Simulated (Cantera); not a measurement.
A perfectly stirred reactor is fed with CO : H₂ : CH₄ : O₂ : N₂ = 1 : 0.37 : 0.41 : 2.28 : 8.57 (molar parts), at 3750 Torr; it is adiabatic with a 548 K inlet, and is followed from long to short residence time, starting on the burning branch (τ in s: 0.034, 0.017, 0.0081, 0.0039, 0.0019, 0.00094, 0.00046, 0.00022, 0.00011, 5.4e-05).

Computed with Cantera and GRI-Mech 3.0 (53 species, 325 reactions).

**Question.** Predict: blow-out, bracketed by the residence times tried; x(CO) at τ = 34.0 ms; x(H₂) at τ = 34.0 ms; x(CH₄) at τ = 34.0 ms; x(NO₂) at τ = 34.0 ms; x(N₂O) at τ = 34.0 ms; x(CO) at τ = 0.940 ms; x(H₂) at τ = 0.940 ms; x(CH₄) at τ = 0.940 ms; x(NO₂) at τ = 0.940 ms; x(N₂O) at τ = 0.940 ms.

**Answer.** 
| Item | Result |
|---|---|
| blow-out, bracketed by the residence times tried | burning at 54.0 µs, the shortest tried |
| x(CO) at τ = 34.0 ms | 0.000880 |
| x(H₂) at τ = 34.0 ms | 0.000132 |
| x(CH₄) at τ = 34.0 ms | 1.99e-6 |
| x(NO₂) at τ = 34.0 ms | 8.76e-7 |
| x(N₂O) at τ = 34.0 ms | 7.25e-7 |
| x(CO) at τ = 0.940 ms | 0.00562 |
| x(H₂) at τ = 0.940 ms | 0.000684 |
| x(CH₄) at τ = 0.940 ms | 2.89e-5 |
| x(NO₂) at τ = 0.940 ms | 1.98e-7 |
| x(N₂O) at τ = 0.940 ms | 1.69e-6 |
